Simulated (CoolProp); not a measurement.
Vapour-liquid equilibrium of n-heptane (1) + o-xylene (2) at 256 kPa; x and y are mole fractions of (1).

Computed with CoolProp (multi-fluid Helmholtz-energy mixture model, Span 2003 and Zhou 2012; pair parameters Bell 2016).

```tsv
x	bubble temperature (K)	y at the bubble point	dew temperature at overall composition x (K)	liquid density (mol/L)
0.05	450.9	0.146	454.5	6.839
0.125	444.1	0.314	451.7	6.772
0.2	438.4	0.440	448.8	6.697
0.275	433.6	0.539	445.7	6.616
0.35	429.5	0.618	442.5	6.532
0.425	___	0.683	439.1	6.445
0.5	422.6	0.739	435.5	6.356
0.575	419.7	0.788	431.7	___
0.65	417.1	0.832	___	6.179
0.725	414.6	0.872	423.5	6.092
0.8	412.3	0.910	419.0	6.005
0.875	___	0.945	414.4	5.919
0.95	407.9	0.978	409.7	5.835
```

Question: Complete the blanks.

Answer: 
- 0.425, bubble temperature (K): 425.8
- 0.575, liquid density (mol/L): 6.268
- 0.65, dew temperature at overall composition x (K): 427.7
- 0.875, bubble temperature (K): 410.0

No azeotrope shows between x = 0.05 and 0.95.

Pair parameters are fitted to limited data, so mixtures are less certain than the pure fluids.
